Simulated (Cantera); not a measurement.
A Cantera script and its output.

```python
import numpy as np
import cantera as ct

surf = ct.Interface("diamond.yaml", "diamond_100")
gas, bulk = surf.adjacent["gas"], surf.adjacent["diamond"]
k = surf.kinetics_species_index(bulk.species_names[0])
cover = ["c6HH", "c6H*", "c6*H", "c6**", "c6HM", "c6B"]

rows, drift = [], 0.0
print(f"{'xH':>10s}{'um/h':>11s}" + "".join(f"{s:>11s}" for s in cover))
for v in [0.0001, 0.00024, 0.00059, 0.0014, 0.0035, 0.0084, 0.02, 0.05, 0.12]:
    T, P, xH, xCH3 = 1325, 2900, v, 0.00054
    gas.TPX = T, P, {"H": xH, "CH3": xCH3, "CH4": 0.0097, "H2": 1 - xH - xCH3 - 0.0097}
    surf.TP = bulk.TP = T, P
    surf.coverages = "c6H*:0.1, c6HH:0.9"
    surf.advance_coverages(100.0)
    before = surf.coverages
    surf.advance_coverages(100.0)
    drift = max(drift, np.max(np.abs(surf.coverages - before) / (surf.coverages + 1e-9)))
    rate = surf.net_production_rates[k] * bulk.mean_molecular_weight / bulk.density * 3.6e9
    rows.append([rate, *surf[cover].coverages])
    print(f"{v:10.4g}{rate:11.4e}" + "".join(f"{x:11.3e}" for x in rows[-1][1:]))
```

Result:

```
        xH       um/h       c6HH       c6H*       c6*H       c6**       c6HM        c6B
    0.0001 3.6942e-02  6.724e-01  2.862e-02  2.936e-01  3.778e-03  1.625e-04  1.002e-10
   0.00024 1.9380e-01  5.442e-01  3.928e-02  4.030e-01  1.027e-02  2.336e-04  5.259e-10
   0.00059 6.6354e-01  4.523e-01  4.636e-02  4.756e-01  2.117e-02  3.073e-04  1.801e-09
    0.0014 1.4218e+00  4.037e-01  4.968e-02  5.096e-01  3.286e-02  3.773e-04  3.858e-09
    0.0035 2.3234e+00  3.788e-01  5.115e-02  5.245e-01  4.256e-02  4.337e-04  6.305e-09
    0.0084 3.2467e+00  3.683e-01  5.172e-02  5.300e-01  4.799e-02  4.572e-04  8.810e-09
      0.02 4.5702e+00  3.638e-01  5.201e-02  5.322e-01  5.068e-02  4.481e-04  1.240e-08
      0.05 7.0510e+00  3.618e-01  5.228e-02  5.330e-01  5.199e-02  3.990e-04  1.913e-08
      0.12 1.0863e+01  3.611e-01  5.274e-02  5.329e-01  5.264e-02  3.113e-04  2.948e-08
```

Cantera simulation using the Harris–Goodwin 1993 mechanism for the reconstructed diamond (100) surface; the numbers are that mechanism's predictions, not measurements.
